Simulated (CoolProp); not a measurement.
Vapour-liquid equilibrium of n-heptane (1) + toluene (2) at 409.1 K; x and y are mole fractions of (1).

Model: multi-fluid Helmholtz-energy mixture model, Span 2003 and Lemmon 2006; pair parameters Bell 2016, in CoolProp.

```csv
x,bubble pressure (MPa),y at the bubble point,dew pressure at overall composition x (MPa),liquid density (mol/L)
0.05,0.2057,0.083,0.2025,8.005
0.125,0.2160,0.189,0.2097,7.773
0.2,0.2249,0.280,0.2171,7.553
0.275,0.2325,0.360,0.2244,7.343
0.35,0.2392,0.433,0.2316,7.143
0.425,0.2450,0.501,0.2385,6.953
0.5,0.2502,0.567,0.2449,6.772
0.575,0.2548,0.631,0.2508,6.599
0.65,0.2588,0.694,0.2561,6.433
0.725,0.2623,0.757,0.2606,6.276
0.8,0.2654,0.822,0.2644,6.125
0.875,0.2681,0.887,0.2677,5.981
0.95,0.2704,0.954,0.2703,5.842
```

No azeotrope shows between x = 0.05 and 0.95.

The pair parameters rest on a limited set of measurements; away from them the model extrapolates.
